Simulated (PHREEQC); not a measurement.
Solution (55 °C): 0.0095 mol H2SO4, 0.0076 mol MgCl2 and 0.15 mol CuCl2 per kg of water. Closed to the air; pH follows from the charge balance.

The numbers come from PHREEQC with the ion-association model, wateq4f.dat.

Q: The ionic strength comes out as 0.355 mol/kgw. What activity coefficients do Mg+2, SO4-2, Cu+2, CuCl+, CuCl3- get?

A: Mg+2 0.29, SO4-2 0.22, Cu+2 0.26, CuCl+ 0.66, CuCl3- 0.66.

No solid was allowed to form. Species that the database lacks are ignored. Away from 25 °C the constants follow the database's enthalpies or fits; those with neither stay at their 25 °C values.
